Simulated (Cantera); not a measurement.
An adiabatic, constant-volume homogeneous reactor starts with CH₄ : O₂ : N₂ = 1 : 3.77 : 14.2 (molar parts), at 1650 K and 500000 Pa.

Computed with Cantera and GRI-Mech 3.0 (53 species, 325 reactions).

One state of this run: T (K) = 2761; P (bar) = 8.46; x CH₄ = <1e-12; x O₂ = 0.0812; x HCO = 6.79e-9; x H₂ = 0.00215; x N₂O = 3.26e-6; x OH = 0.0136. x: mole fraction; the columns are a selection and need not sum to one.

Which value of t (s) does it belong to?
(A) 4.04e-5
(B) 1.91e-5
(C) 9.00e-6
(D) 0.00172

D, 0.00172
